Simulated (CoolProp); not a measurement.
The numbers come from the reference Helmholtz-energy equation of state, Lemmon 2004 in CoolProp. It is a short technical equation, of lower accuracy than the large ones.

Question: Give the vapour pressure (MPa), liquid density (kg/m³), vapour viscosity (µPa s) of saturated n-dodecane at 436.7, 574.5, 594.2 K.

Answer: 
| T (K) | p (MPa) | liquid density (kg/m³) | vapour viscosity (µPa s) |
|---|---|---|---|
| 436.7 | 0.0238 | 640 | 6.60 |
| 574.5 | 0.541 | 501 | 8.83 |
| 594.2 | 0.739 | 472 | 9.26 |

Viscosity comes from a separate model (Huber 2004).
